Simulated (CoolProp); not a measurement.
Vapour-liquid equilibrium of R113 (1) + n-heptane (2) at 0.0248 bar; x and y are mole fractions of (1).

Values from CoolProp's multi-fluid Helmholtz-energy mixture model, Marx 1992 and Span 2003; pair parameters Bell 2016.

```tsv
x	bubble temperature (K)	y at the bubble point	dew temperature at overall composition x (K)	liquid density (mol/L)
0.05	273.0	0.423	280.5	(withheld)
0.125	(withheld)	0.687	279.2	7.238
0.2	259.2	0.801	277.8	7.397
0.275	255.3	0.861	(withheld)	7.546
0.35	252.5	0.897	274.7	7.691
0.425	250.3	0.920	272.9	7.835
0.5	248.6	0.937	270.9	7.980
0.575	247.1	0.950	(withheld)	8.127
0.65	245.9	(withheld)	266.1	8.277
0.725	244.8	0.969	263.0	8.431
0.8	243.8	0.978	259.2	8.591
0.875	242.8	0.986	254.3	8.756
0.95	241.8	(withheld)	247.1	8.928
```

Task: Fill in the missing entries.

Result: 
- 0.05, liquid density (mol/L): 7.061
- 0.125, bubble temperature (K): 264.6
- 0.275, dew temperature at overall composition x (K): 276.3
- 0.575, dew temperature at overall composition x (K): 268.7
- 0.65, y at the bubble point: 0.960
- 0.95, y at the bubble point: 0.994

No azeotrope shows between x = 0.05 and 0.95.

The pair parameters rest on a limited set of measurements; away from them the model extrapolates.
